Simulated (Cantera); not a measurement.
Cantera run, input and output.

```python
import numpy as np
import cantera as ct

gas = ct.Solution("gri30.yaml")
gas.TPX = 700, 100000, {'CH4': 1, 'O2': 1.54, 'N2': 5.78}
flame = ct.FreeFlame(gas, width=0.04)
flame.set_refine_criteria(ratio=3, slope=0.08, curve=0.16)
flame.transport_model = "mixture-averaged"
flame.solve(loglevel=0, auto=True)
flame.transport_model = "multicomponent"
flame.soret_enabled = True
flame.solve(loglevel=0, refine_grid=True)
z, T = flame.grid, flame.T
thick = (T[-1] - T[0]) / np.gradient(T, z).max()
show = ['CH4', 'O2', 'HO2', 'HCO', 'CH2CO', 'HCN']
print(f"laminar burning velocity  {flame.velocity[0] * 100:.3f} cm/s")
print(f"burnt temperature         {T[-1]:.1f} K")
print(f"thermal thickness         {thick * 1e3:.4f} mm")
print(f"grid points               {len(z)}")
z0 = z[flame.heat_release_rate.argmax()]
print(f"{'z/mm':>9s}{'T/K':>9s}{'u/(m/s)':>9s}" + "".join(f"{s:>11s}" for s in show))
rows = []
for k in (-3, -2, -1.5, -1, -0.5, -0.25, 0, 0.25, 0.5, 1, 2, 4, 8):
    zz = z0 + k * thick
    rows.append([k * thick, np.interp(zz, z, T), np.interp(zz, z, flame.velocity),
                 *(np.interp(zz, z, flame.X[gas.species_index(s)]) for s in show)])
    print(f"{rows[-1][0] * 1e3:9.3f}{rows[-1][1]:9.1f}{rows[-1][2]:9.3f}" + "".join(f"{x:11.3e}" for x in rows[-1][3:]))
```

It prints:

```
laminar burning velocity  143.430 cm/s
burnt temperature         2333.9 K
thermal thickness         0.3410 mm
grid points               142
     z/mm      T/K  u/(m/s)        CH4         O2        HO2        HCO      CH2CO        HCN
   -1.023    700.3    1.437  1.199e-01  1.848e-01  1.732e-07  1.052e-16  3.311e-09  4.569e-10
   -0.682    703.3    1.448  1.191e-01  1.841e-01  1.908e-06  7.956e-14  6.283e-08  6.766e-09
   -0.511    715.8    1.479  1.172e-01  1.828e-01  9.588e-06  1.006e-11  5.329e-07  4.609e-08
   -0.341    795.8    1.657  1.092e-01  1.765e-01  4.446e-05  3.918e-09  7.531e-06  4.689e-07
   -0.170   1201.1    2.553  7.552e-02  1.390e-01  1.031e-04  1.938e-06  1.089e-04  4.538e-06
   -0.085   1588.8    3.435  4.118e-02  9.468e-02  1.446e-04  2.564e-05  2.698e-04  1.134e-05
    0.000   1942.6    4.263  1.120e-02  4.659e-02  6.922e-05  6.693e-05  2.315e-04  2.369e-05
    0.085   2114.7    4.661  1.375e-03  1.819e-02  1.126e-05  3.544e-05  5.185e-05  3.039e-05
    0.170   2163.1    4.761  1.104e-04  7.505e-03  2.467e-06  5.912e-06  5.392e-06  2.227e-05
    0.341   2188.0    4.798  6.967e-07  2.919e-03  1.054e-06  1.952e-07  5.484e-08  7.597e-06
    0.682   2212.3    4.839  3.247e-10  1.991e-03  7.772e-07  1.216e-07  6.075e-11  1.068e-06
    1.364   2243.3    4.897  4.637e-14  1.439e-03  5.711e-07  9.888e-08  3.457e-15  4.910e-08
    2.728   2278.0    4.962  3.841e-14  8.829e-04  3.564e-07  7.372e-08  6.303e-16  1.004e-09
```

Cantera simulation using GRI-Mech 3.0 (53 species, 325 reactions); the numbers are that mechanism's predictions, not measurements. Burning velocities carry a grid error of a few per cent, more on coarse grids.
